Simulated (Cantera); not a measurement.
Source: NASA polynomial tables (part measured, part estimated), evaluated in Cantera. Values are per mole of reaction as written; species without (g) are pure solids or liquids, kept so even where they would boil at 1 bar.

N(g) + 2 Nb₂O₅ → 4 NbO₂ + NO₂(g)

```csv
T (K),ΔH° (kJ),ΔS° (J/K),ΔG° (kJ),log10 K,condensed phases
1748,…,…,…,…,"Nb₂O₅(s), NbO₂(s)"
1823,-7.8,-73.1,125.6,-3.60,"Nb₂O₅(l), NbO₂(s)"
1898,-16.4,-77.8,131.2,-3.61,"Nb₂O₅(l), NbO₂(s)"
1973,…,…,…,…,"Nb₂O₅(l), NbO₂(s)"
2048,-33.7,-86.5,143.6,-3.66,"Nb₂O₅(l), NbO₂(s)"
```

### Question
Complete the blanks.

### Answer

- 1748, ΔH° (kJ): 205.1
- 1748, ΔS° (J/K): 46.1
- 1748, ΔG° (kJ): 124.5
- 1748, log10 K: -3.72
- 1973, ΔH° (kJ): -25.0
- 1973, ΔS° (J/K): -82.2
- 1973, ΔG° (kJ): 137.2
- 1973, log10 K: -3.63
